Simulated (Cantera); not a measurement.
Premixed flame

A freely propagating, adiabatic, planar premixed flame of 36.2 % H2, 13.9 % O2, 49.9 % N2, equivalence ratio 1.3, unburnt at 348 K and 10.0 bar; mixture-averaged transport, grid criteria slope 0.08 and curve 0.16, no radiation.

Cantera simulation using the H2/O2 subset of GRI-Mech 3.0, which has no nitrogen chemistry; the numbers are that mechanism's predictions, not measurements. The hydrogen kinetics of GRI-Mech 3.0 are dated; newer H2 mechanisms differ, most at raised pressure. Burning velocities carry a grid error of a few per cent, more on coarse grids.

| z (mm) | T (K) | u (m/s) | x H2 | x O2 | x H2O2 | x O | x H2O | x HO2 |
|---|---|---|---|---|---|---|---|---|
| -0.0616 | 348 | 3.23 | 0.362 | 0.139 | <1e-8 | <1e-8 | 1.47e-8 | <1e-8 |
| -0.0410 | 348 | 3.23 | 0.361 | 0.139 | <1e-8 | <1e-8 | 3.09e-7 | 1.15e-8 |
| -0.0308 | 349 | 3.23 | 0.361 | 0.139 | 2.89e-8 | <1e-8 | 3.81e-6 | 1.62e-7 |
| -0.0205 | 353 | 3.25 | 0.357 | 0.140 | 7.29e-7 | 9.69e-8 | 7.90e-5 | 4.02e-6 |
| -0.0103 | 468 | 4.13 | 0.324 | 0.145 | 6.90e-5 | 6.70e-6 | 0.00629 | 0.000513 |
| -0.00513 | 863 | 7.31 | 0.270 | 0.133 | 0.000218 | 0.000218 | 0.0473 | 0.00164 |
| 0 | 1356 | 11.2 | 0.203 | 0.0979 | 8.27e-5 | 0.00155 | 0.127 | 0.000766 |
| 0.00513 | 1696 | 13.9 | 0.146 | 0.0564 | 7.89e-6 | 0.00306 | 0.204 | 0.000358 |
| 0.0103 | 1891 | 15.4 | 0.112 | 0.0289 | 4.26e-6 | 0.00332 | 0.253 | 0.000164 |
| 0.0205 | 2077 | 16.8 | 0.0902 | 0.00899 | 2.29e-6 | 0.00269 | 0.290 | 4.47e-5 |
| 0.0410 | 2224 | 17.9 | 0.0861 | 0.00297 | 1.23e-6 | 0.00156 | 0.305 | 1.39e-5 |
| 0.0821 | 2328 | 18.6 | 0.0860 | 0.00126 | 7.04e-7 | 0.000684 | 0.314 | 5.34e-6 |
| 0.164 | 2393 | 19.1 | 0.0862 | 0.000477 | 3.51e-7 | 0.000253 | 0.320 | 1.68e-6 |
x: mole fraction of selected species; z is measured from the peak of heat release.

* **laminar burning velocity**: 323 cm/s
* **thermal thickness**: 0.0205 mm
* **peak x(H2O2)**: 0.000219
* **peak x(O)**: 0.00334
* **peak x(HO2)**: 0.00174
* **grid points**: 111
